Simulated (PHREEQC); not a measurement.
PHREEQC input (Pitzer model, pitzer.dat):

```
SOLUTION 1
  temp 30
  units mol/kgw
  pH 7 charge
  S(6) 0.0022
  K 0.4478
  Cl 0.43
  C(4) 0.0067
END
USE solution 1
INCREMENTAL_REACTIONS false
REACTION 1
  H2O -1
  0 9.886 18.011 24.689 30.178 34.689 38.397 41.444
  43.949 46.007 47.699 49.089 50.232 51.172 51.944 52.578
  53.1 53.528 53.88 54.17 54.408 54.603 54.764 54.896
  55.005 55.094 55.168 55.228 moles
EQUILIBRIUM_PHASES 1
  Arcanite 0 0
  Kalicinite 0 0
  Misenite 0 0
  Sylvite 0 0
SELECTED_OUTPUT 1
  -reset false
  -pH true
  -pe true
  -ionic_strength true
  -water true
  -activities H2O
  -totals C Cl K S
  -molalities H+ K+ Cl- CO3-2 SO4-2 OH- HCO3- CO2 HSO4-
  -equilibrium_phases Arcanite Kalicinite Misenite Sylvite
PRINT
  -reset false
END
```

Selected output (columns that matter, 26 of 28 rows; water left (kg) added in front):

```
water left (kg)	pH	mu	C	Cl	K	S	m_H+	m_K+	m_Cl-	m_CO3-2	m_SO4-2	la_H2O	Arcanite	Sylvite
1	10.592	0.45589	0.0067	0.43	0.4478	0.0022	3.4481e-11	0.4478	0.43	0.0058932	0.0022	-0.0062406	0	0
0.821896	10.62	0.5548	0.0081519	0.52318	0.54484	0.0026767	3.2146e-11	0.54484	0.52318	0.0072836	0.0026767	-0.0075769	0	0
0.675517	10.649	0.67514	0.0099183	0.63655	0.6629	0.0032568	2.9829e-11	0.6629	0.63655	0.0089868	0.0032568	-0.0092058	0	0
0.555208	10.678	0.82158	0.012068	0.77449	0.80655	0.0039625	2.7506e-11	0.80655	0.77449	0.011072	0.0039625	-0.011195	0	0
0.456319	10.706	0.99977	0.014683	0.94232	0.98133	0.0048212	2.5153e-11	0.98133	0.94232	0.013622	0.0048212	-0.013629	0	0
0.37505	10.735	1.2166	0.017864	1.1465	1.194	0.0058659	2.2754e-11	1.194	1.1465	0.016739	0.0058659	-0.016615	0	0
0.308248	10.766	1.4804	0.021736	1.395	1.4527	0.0071371	2.0296e-11	1.4527	1.395	0.020547	0.0071371	-0.020293	0	0
0.208224	10.832	2.192	0.032177	2.0651	2.1506	0.010566	1.5217e-11	2.1506	2.0651	0.030866	0.010566	-0.030489	0	0
0.171148	10.871	2.6671	0.039147	2.5124	2.6164	0.012854	1.2645e-11	2.6164	2.5124	0.037777	0.012854	-0.037552	0	0
0.140666	10.916	3.2453	0.047631	3.0569	3.1834	0.01564	1.0123e-11	3.1834	3.0569	0.046202	0.01564	-0.046443	0	0
0.115624	10.97	3.9484	0.057946	3.719	3.8729	0.019027	7.736e-12	3.8729	3.719	0.056455	0.019027	-0.057708	0	0
0.0950321	11.036	4.8042	0.070502	4.5248	4.7121	0.02315	5.5812e-12	4.7121	4.5248	0.068939	0.02315	-0.072094	0	0
0.0780974	11.095	5.2293	0.08579	4.8891	5.1171	0.02817	4.5213e-12	5.1171	4.8891	0.084094	0.02817	-0.07917	0	0.048171
0.0641893	11.144	5.2795	0.10438	4.8654	5.1427	0.034274	4.0984e-12	5.1427	4.8654	0.1025	0.034274	-0.07938	0	0.11769
0.0527673	11.193	5.3405	0.12697	4.8366	5.1739	0.041692	3.7153e-12	5.1739	4.8366	0.1249	0.041692	-0.07964	0	0.17478
0.0433631	11.243	5.415	0.15451	4.8016	5.2121	0.050734	3.3668e-12	5.2121	4.8016	0.15222	0.050734	-0.079962	0	0.22179
0.0356525	11.296	5.5055	0.18793	4.7592	5.2584	0.061707	3.0504e-12	5.2584	4.7592	0.18539	0.061707	-0.080361	0	0.26032
0.029311	11.349	5.6116	0.22858	4.7091	5.3127	0.073197	2.7665e-12	5.3127	4.7091	0.22578	0.073197	-0.080844	5.4525e-05	0.29197
0.0240865	11.404	5.7052	0.27816	4.6598	5.3588	0.071316	2.5471e-12	5.3588	4.6598	0.27507	0.071316	-0.081305	0.00048224	0.31776
0.0162858	11.52	5.9581	0.4114	4.5281	5.4839	0.066514	2.1793e-12	5.4839	4.5281	0.40764	0.066514	-0.082612	0.0011168	0.35626
0.0133853	11.583	6.1285	0.50055	4.4405	5.5686	0.063493	2.0251e-12	5.5686	4.4405	0.49641	0.063493	-0.083542	0.0013501	0.37056
0.0110073	11.651	6.3365	0.60869	4.3349	5.6724	0.06002	1.8885e-12	5.6724	4.3349	0.60414	0.06002	-0.084733	0.0015393	0.38228
0.00904364	11.725	6.5926	0.74085	4.207	5.8008	0.056037	1.7661e-12	5.8008	4.207	0.73585	0.056037	-0.08628	0.0016932	0.39195
0.0074403	11.804	6.9048	0.9005	4.0541	5.9582	0.05158	1.6565e-12	5.9582	4.0541	0.89501	0.05158	-0.088288	0.0018162	0.39984
0.00610719	11.893	7.2934	1.0971	3.8685	6.1558	0.046571	1.5546e-12	6.1558	3.8685	1.0911	0.046571	-0.09097	0.0019156	0.40637
0.00502629	11.991	7.7661	1.333	3.6501	6.3985	0.041179	1.4589e-12	6.3985	3.6501	1.3264	0.041179	-0.094505	0.001993	0.41165
```
